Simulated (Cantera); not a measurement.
## Thermodynamics of thermal oxidation and active oxidation of silicon, feed Si + CO2 + N2

A closed system holds: 1 mol Si, 0.12 mol CO2, 210 mol N2, equilibrated at 0.0133 bar.

These are equilibrium values from Cantera (NASA tables, ideal gas, pure condensed phases), not measurements of a reactor. Candidate condensed phases: C, Si, SiC, SiO2, Si2N2O, Si3N4; 34 gas species. N2 is the only nitrogen source here; it is nearly inert below about 1500 K, so the nitride shown seldom forms there in practice. Mutual solubility and eutectic melting of coexisting phases are not modelled. The tables' values for SiN are old estimates; treat these amounts as uncertain. Equilibrium is a limit: real reactors are often held back by kinetics, nucleation or transport.

```tsv
T (K)	x N2	x Si	x SiO	x CO	n C(graphite)	n Si2N2O(s)	n Si3N4(s)	n SiC(s)	n Si(l)
925	1.00	<1e-12	<1e-12	1.14e-10	0.120	0.240	0.173	0	0
1025	1.00	<1e-12	<1e-12	7.71e-9	0.120	0.240	0.173	0	0
1125	1.00	<1e-12	1.77e-12	2.43e-7	0.120	0.240	0.173	0	0
1225	1.000	<1e-12	2.89e-10	4.32e-6	0.119	0.239	0.174	0	0
1325	1.000	1.22e-11	2.15e-8	4.93e-5	0.110	0.230	0.180	0	0
1425	1.000	9.97e-10	8.64e-7	0.000258	0	0.186	0.187	0.0660	0
1525	0.999	4.56e-8	2.12e-5	0.000573	0	0.116	0.255	0	0
1625	0.999	1.29e-6	0.000346	0.000573	0	0.0474	0.277	0	0
1725	0.999	2.46e-5	0.000711	0.000434	0	0	0.272	0.0290	0
1825	0.998	0.000339	0.00102	0.000126	0	0	0.202	0.0927	0
1925	0.997	0.00131	0.000936	0.000204	0	0	0	0.0717	0.401
2025	0.995	0.00342	0.000712	0.000425	0	0	0	0.00778	0
```
x: gas mole fraction; n: condensed amount in mol.

From 925 K to 1325 K the condensed part is C(graphite) + Si2N2O(s) + Si3N4(s). At 1425 K the condensed part is SiC(s) + Si2N2O(s) + Si3N4(s). From 1525 K to 1625 K the condensed part is Si2N2O(s) + Si3N4(s). From 1725 K to 1825 K the condensed part is SiC(s) + Si3N4(s). At 1925 K the condensed part is Si(l) + SiC(s). At 2025 K the condensed part is SiC(s).
